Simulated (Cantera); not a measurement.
Input: 1 mol Si, 3 mol HCl, 5.7 mol N2, held at 7.30 mbar.

Equilibrium computed with Cantera from the NASA thermochemical tables; the gas is ideal and each condensed phase is pure. Candidate condensed phases: NH4Cl, Si, Si3N4; 28 gas species. N2 is the only nitrogen source here; it is nearly inert below about 1500 K, so the nitride shown seldom forms there in practice. The tables' values for SiCl3 are old estimates; treat these amounts as uncertain. The numbers say what is thermodynamically allowed, not how fast it happens. All values below are at 1475 K.

Base state: N2 0.650, HCl 0.201, H2 0.0794, SiCl2 0.0533, SiCl3 0.00953, SiCl4 0.00580, SiHCl3 0.000217, Cl 8.78e-5 (mole fractions); condensed: Si3N4(s).

Task: What changes in the equilibrium state with this change: 0.077 mol HF added?

Result: 
```json
[
 {"species": "N2", "before": "0.650", "after": "0.646"},
 {"species": "HCl", "before": "0.201", "after": "0.202"},
 {"species": "H2", "before": "0.0794", "after": "0.0815"},
 {"species": "HF", "before": "0", "after": "0.00134"},
 {"species": "SiCl2", "before": "0.0533", "after": "0.0524"},
 {"species": "SiF4", "before": "0", "after": "0.00126"},
 {"species": "SiF3", "before": "0", "after": "0.000725"},
 {"species": "SiF2", "before": "0", "after": "0.000247"},
 {"species": "Si3N4(s), mol", "before": "0.142", "after": "0.138"}
]
```
The tables' values for SiCl3, SiF3, SiF2 are old estimates; treat these amounts as uncertain.
